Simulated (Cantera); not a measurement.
A closed system holds: 1 mol Ta₂O₅, 0.99 mol CO, 1.9 mol C, at 21.0 Pa.

Method: chemical equilibrium by Gibbs-energy minimisation in Cantera with the NASA 1993 tables (ideal gas, pure condensed phases). Candidate condensed phases: C, Ta, TaC, Ta₂O₅; 15 gas species. Mutual solubility and eutectic melting of coexisting phases are not modelled. TaC: taken at fixed stoichiometry. Condensed phases not in the tables: Ta₂C. The numbers say what is thermodynamically allowed, not how fast it happens. All values below are at 1075 K.

Base state: CO 1.000, CO₂ 0.000196 (mole fractions); condensed: TaC(s) + Ta₂O₅(s).

What changes in the equilibrium state with this change: pressure from 21.0 Pa to 10.0 mbar?


| species | before | after |
|---|---|---|
| CO | 1.000 | 0.999 |
| CO₂ | 0.000196 | 0.00136 |
| TaC(s), mol | 0.543 | 0 |
| Ta₂O₅(s), mol | 0.729 | 1.00 |
| C(graphite), mol | 0 | 1.90 |
